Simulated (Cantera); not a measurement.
A perfectly stirred reactor is fed with CO : H2 : O2 : N2 : H2O = 1 : 0.94 : 1.7 : 6.4 : 1.2 (molar parts), at 0.355 atm; it is adiabatic with a 575 K inlet, and is followed from long to short residence time, starting on the burning branch (τ in s: 0.23, 0.088, 0.033, 0.013, 0.0048, 0.0018, 0.00069, 0.00026, 9.9e-05).

Model: GRI-Mech 3.0 (53 species, 325 reactions), integrated in Cantera.

What does this change do: inlet temperature 575 to 325 K?


```json
[
 {"quantity": "blow-out, bracketed by the residence times tried", "before": "burning at 0.260 ms, out at 99.0 µs", "after": "burning at 0.690 ms, out at 0.260 ms"},
 {"quantity": "x(CO) at τ = 0.230 s", "before": "0.00107", "after": "0.000766"},
 {"quantity": "x(H2) at τ = 0.230 s", "before": "0.000500", "after": "0.000372"},
 {"quantity": "x(O2) at τ = 0.230 s", "before": "0.0708", "after": "0.0710"},
 {"quantity": "x(NO) at τ = 0.230 s", "before": "5.12e-5", "after": "7.83e-6"},
 {"quantity": "x(H2O) at τ = 0.230 s", "before": "0.206", "after": "0.207"},
 {"quantity": "x(CO) at τ = 4.80 ms", "before": "0.00922", "after": "0.00804"},
 {"quantity": "x(H2) at τ = 4.80 ms", "before": "0.00456", "after": "0.00371"},
 {"quantity": "x(O2) at τ = 4.80 ms", "before": "0.0742", "after": "0.0743"},
 {"quantity": "x(NO) at τ = 4.80 ms", "before": "1.08e-5", "after": "4.93e-6"},
 {"quantity": "x(H2O) at τ = 4.80 ms", "before": "0.196", "after": "0.199"}
]
```

What does this change do: inlet temperature 575 to 800 K?


| quantity | before | after |
|---|---|---|
| blow-out, bracketed by the residence times tried | burning at 0.260 ms, out at 99.0 µs | burning at 99.0 µs, the shortest tried |
| x(CO) at τ = 0.230 s | 0.00107 | 0.00184 |
| x(H2) at τ = 0.230 s | 0.000500 | 0.000803 |
| x(O2) at τ = 0.230 s | 0.0708 | 0.0706 |
| x(NO) at τ = 0.230 s | 5.12e-5 | 0.000371 |
| x(H2O) at τ = 0.230 s | 0.206 | 0.205 |
| x(CO) at τ = 4.80 ms | 0.00922 | 0.0111 |
| x(H2) at τ = 4.80 ms | 0.00456 | 0.00535 |
| x(O2) at τ = 4.80 ms | 0.0742 | 0.0744 |
| x(NO) at τ = 4.80 ms | 1.08e-5 | 2.58e-5 |
| x(H2O) at τ = 4.80 ms | 0.196 | 0.193 |

What does this change do: inlet temperature 575 to 450 K?


```
quantity                                                                       before                                 after
------------------------------------------------  -----------------------------------  ------------------------------------
blow-out, bracketed by the residence times tried  burning at 0.260 ms, out at 99.0 µs  burning at 0.690 ms, out at 0.260 ms
x(CO) at τ = 0.230 s                                                          0.00107                              0.000886
x(H2) at τ = 0.230 s                                                         0.000500                              0.000426
x(O2) at τ = 0.230 s                                                           0.0708                                0.0709
x(NO) at τ = 0.230 s                                                          5.12e-5                               1.88e-5
x(H2O) at τ = 0.230 s                                                           0.206                                 0.206
x(CO) at τ = 4.80 ms                                                          0.00922                               0.00847
x(H2) at τ = 4.80 ms                                                          0.00456                               0.00413
x(O2) at τ = 4.80 ms                                                           0.0742                                0.0742
x(NO) at τ = 4.80 ms                                                          1.08e-5                               7.25e-6
x(H2O) at τ = 4.80 ms                                                           0.196                                 0.198
```
